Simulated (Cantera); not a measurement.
**Moist CO burnout**

An isothermal, constant-pressure homogeneous reactor starts with 0.0301 % CO, 1.12 % O2, 0.208 % H2O, 98.6 % N2, at 850 K and 0.133 bar.

Detailed kinetics in Cantera: GRI-Mech 3.0 (53 species, 325 reactions).

| t (s) | x CO | x O2 | x H2O | x NO2 | x H2O2 |
|---|---|---|---|---|---|
| 2.00e-6 | 0.000301 | 0.0112 | 0.00208 | <1e-12 | <1e-12 |
| 8.25e-6 | 0.000301 | 0.0112 | 0.00208 | <1e-12 | <1e-12 |
| 3.40e-5 | 0.000301 | 0.0112 | 0.00208 | <1e-12 | <1e-12 |
| 0.000140 | 0.000301 | 0.0112 | 0.00208 | <1e-12 | <1e-12 |
| 0.000579 | 0.000301 | 0.0112 | 0.00208 | <1e-12 | <1e-12 |
| 0.00239 | 0.000301 | 0.0112 | 0.00208 | <1e-12 | <1e-12 |
| 0.00985 | 0.000301 | 0.0112 | 0.00208 | <1e-12 | <1e-12 |
| 0.0406 | 0.000301 | 0.0112 | 0.00208 | <1e-12 | <1e-12 |
| 0.168 | 0.000301 | 0.0112 | 0.00208 | <1e-12 | <1e-12 |
| 0.691 | 0.000301 | 0.0112 | 0.00208 | <1e-12 | <1e-12 |
| 2.85 | 0.000301 | 0.0112 | 0.00208 | <1e-12 | 1.30e-12 |
| 11.8 | 0.000270 | 0.0112 | 0.00208 | <1e-12 | 6.03e-8 |
| 48.5 | 0.000148 | 0.0112 | 0.00208 | <1e-12 | 4.68e-8 |
| 200 | 3.14e-5 | 0.0111 | 0.00208 | 6.28e-12 | 1.19e-8 |
x: mole fraction; the columns are a selection and need not sum to one.

Equilibrium at this temperature and pressure: CO <1e-12, O2 0.0111, H2O 0.00208, NO2 1.79e-8, H2O2 <1e-12 (gas phase only).
